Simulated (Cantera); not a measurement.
A closed system holds: 1 mol B2H6, 0.44 mol O2, 1.7 mol H2, held at 0.240 bar.

Method: chemical equilibrium by Gibbs-energy minimisation in Cantera with the NASA 1993 tables (ideal gas, pure condensed phases). Candidate condensed phases: B, B2O3, B3O3H3, H2O; 23 gas species. The feed counts by its element totals alone. The tables' values for BH2 are old estimates; treat these amounts as uncertain. Gases not in the tables: B2H6 and higher boranes. The numbers say what is thermodynamically allowed, not how fast it happens.

x: gas mole fraction; n: condensed amount in mol.

```
T (K)   x H2   x HBO  x B2O2     x BO   x B2O3  x H  n B(s)
-----  -----  ------  ------  -------  -------  ---  ------
1823   0.874  0.0836  0.0291  0.00137  0.00692    …    1.17
1848   0.872  0.0860  0.0295  0.00168  0.00618    …    1.16
1873   0.871  0.0881  0.0297  0.00205  0.00550    …    1.16
1898   0.869  0.0900  0.0298  0.00247  0.00487    …    1.15
1923   0.867  0.0917  0.0298  0.00296  0.00431    …    1.15
1948   0.865  0.0932  0.0296  0.00353  0.00381    …    1.15
1973   0.864  0.0946  0.0294  0.00418  0.00336    …    1.14
1998   0.862  0.0958  0.0291  0.00491  0.00296    …    1.14
2023   0.860  0.0969  0.0287  0.00575  0.00260    …    1.14
2048   0.859  0.0978  0.0283  0.00670  0.00229    …    1.13
2073   0.857  0.0986  0.0278  0.00775  0.00201    …    1.13
2098   0.855  0.0992  0.0273  0.00894  0.00177    …    1.13
2123   0.853  0.0997  0.0267   0.0103  0.00155    …    1.13
```

Problem. Fill in the missing entries.

Solution. 
- 1823, x H: 0.000827
- 1848, x H: 0.00101
- 1873, x H: 0.00123
- 1898, x H: 0.00149
- 1923, x H: 0.00179
- 1948, x H: 0.00215
- 1973, x H: 0.00256
- 1998, x H: 0.00304
- 2023, x H: 0.00360
- 2048, x H: 0.00424
- 2073, x H: 0.00497
- 2098, x H: 0.00581
- 2123, x H: 0.00676
